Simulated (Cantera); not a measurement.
An adiabatic, constant-volume homogeneous reactor starts with CO : H2 : O2 : N2 = 1 : 0.15 : 0.359 : 1.55 (molar parts), equivalence ratio 1.6, at 1675 K and 1.00 bar.

Detailed kinetics in Cantera: GRI-Mech 3.0 (53 species, 325 reactions).

One state of this run: T (K) = 2762; P (bar) = 1.55; x CO = 0.220; x H2 = 0.00751; x O2 = 0.0289; x OH = 0.0152; x H2O = 0.0300; x HO2 = 3.66e-6. x: mole fraction; the columns are a selection and need not sum to one.

### Question
Which value of t (s) does it belong to?
(A) 0.289
(B) 0.00693
(C) 0.000167
(D) 0.0833

### Answer
C, 0.000167
